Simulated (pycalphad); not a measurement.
Computed with pycalphad from the COST 507 light-alloy database (1999), at 1 atm. These are 1990s assessments: newer ones move some temperatures and phases. The system is extrapolated from its subsystems; higher-order compounds may be missing.

Al-8.636Si-14.76Sn (wt.%): equilibrium cooling sequence

```csv
T (°C),phases above,phases below
571.6,liquid,fcc + liquid
561.9,fcc + liquid,diamond (Si) + fcc + liquid
```

Changes were sought between steps of 40 K, so a narrower field can be missed.
